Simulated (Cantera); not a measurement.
Charge: 1 mol Fe3O4, 0.4 mol H2, at 1125 K and 1.33 mbar.

These are equilibrium values from Cantera (NASA tables, ideal gas, pure condensed phases), not measurements of a reactor. Candidate condensed phases: Fe, FeO, Fe(OH)2, Fe(OH)3, Fe2O3, Fe3O4, H2O; 12 gas species. Mutual solubility and eutectic melting of coexisting phases are not modelled. The tables' stoichiometric FeO is somewhat more stable than real wüstite, so its field is too wide. FeO: taken at fixed stoichiometry. Rates play no part.

Base state: H2O 0.952, H2 0.0477 (mole fractions); condensed: FeO(s) + Fe3O4(s).

### Question
What changes in the equilibrium state with this change: temperature from 1125 K to 1975 K?

### Answer
| species | before | after |
|---|---|---|
| H2O | 0.952 | 0.540 |
| O2 | <1e-9 | 0.413 |
| OH | 2.77e-8 | 0.0260 |
| H2 | 0.0477 | 0.00549 |
| FeO | <1e-9 | 0.00181 |
| O | <1e-9 | 0.00969 |
| Fe | <1e-9 | 0.000978 |
| H | 2.66e-7 | 0.00278 |
| Fe(OH)2 | 1.20e-7 | 0.000190 |
| FeO(s), mol | 1.14 | 0 |
| Fe3O4(s), mol | 0.619 | 0 |
| FeO(l), mol | 0 | 3.00 |
